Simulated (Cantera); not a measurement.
Charge: 1 mol BN, 91 mol HCl, 0.35 mol H2, 2.4 mol NF3, equilibrated at 10000 Pa.

Method: chemical equilibrium by Gibbs-energy minimisation in Cantera with the NASA 1993 tables (ideal gas, pure condensed phases). Candidate condensed phases: B, BN, NH4Cl; 40 gas species. Equilibrium is a limit: real reactors are often held back by kinetics, nucleation or transport.

### Question
At 1700 K, list the 4 most abundant gas species with their mole fractions, and the condensed phases.

### Answer
HCl 0.895, HF 0.0435, Cl 0.0309, N2 0.0174. Condensed: gas only.
